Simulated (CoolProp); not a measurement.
Vapour-liquid equilibrium of n-octane (1) + p-xylene (2) at 94.25 °C; x and y are mole fractions of (1).

Computed with CoolProp (multi-fluid Helmholtz-energy mixture model, Beckmüller 2019 and Zhou 2012; pair parameters Bell 2016).

Give the bubble pressure and the first vapour's composition at x = 0.25, 0.65, 0.95. Is there an azeotrope?

x = 0.25: 0.3133 bar, y = 0.354; x = 0.65: 0.3610 bar, y = 0.712; x = 0.95: 0.3841 bar, y = 0.958. No azeotrope shows between x = 0.05 and 0.95.

The pair parameters rest on a limited set of measurements; away from them the model extrapolates.
